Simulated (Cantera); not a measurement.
# Premixed flame

A freely propagating, adiabatic, planar premixed flame of 9.51 % CH₄, 19.0 % O₂, 71.5 % N₂, equivalence ratio 1.0, unburnt at 600 K and 1.01 bar; multicomponent transport, grid criteria slope 0.08 and curve 0.16, no radiation.

Model: GRI-Mech 3.0 (53 species, 325 reactions), integrated in Cantera. Burning velocities carry a grid error of a few per cent, more on coarse grids.

```csv
z (mm),T (K),u (m/s),x CH₄,x O₂,x CH₂O,x HO₂,x H₂,x CH₂
-0.993,600,1.31,0.0950,0.190,7.04e-8,7.85e-8,0.000821,<1e-8
-0.662,601,1.31,0.0948,0.190,1.14e-6,9.69e-7,0.00244,<1e-8
-0.497,607,1.33,0.0942,0.189,9.65e-6,6.35e-6,0.00471,<1e-8
-0.331,653,1.44,0.0910,0.185,9.63e-5,4.65e-5,0.00940,<1e-8
-0.166,1003,2.24,0.0678,0.156,0.000784,0.000132,0.0181,3.26e-7
-0.0828,1407,3.18,0.0381,0.116,0.00117,0.000184,0.0228,1.13e-5
0,1797,4.10,0.00932,0.0672,0.000764,0.000117,0.0234,6.72e-5
0.0828,1962,4.48,0.000724,0.0380,0.000134,1.99e-5,0.0185,2.09e-5
0.166,2006,4.56,2.89e-5,0.0277,6.96e-6,7.53e-6,0.0156,1.13e-6
0.331,2054,4.64,7.60e-8,0.0224,2.04e-8,5.58e-6,0.0148,<1e-8
0.662,2116,4.76,<1e-8,0.0195,<1e-8,4.33e-6,0.0140,<1e-8
1.32,2191,4.91,<1e-8,0.0168,<1e-8,3.14e-6,0.0121,<1e-8
2.65,2265,5.05,<1e-8,0.0140,<1e-8,2.22e-6,0.00986,<1e-8
```
x: mole fraction of selected species; z is measured from the peak of heat release.

```yaml
laminar_burning_velocity: 131 cm/s
thermal_thickness: 0.331 mm
peak x(CH₂O): 0.00117
peak x(HO₂): 0.000188
peak x(H₂): 0.0241
peak x(CH₂): 6.81e-5
```
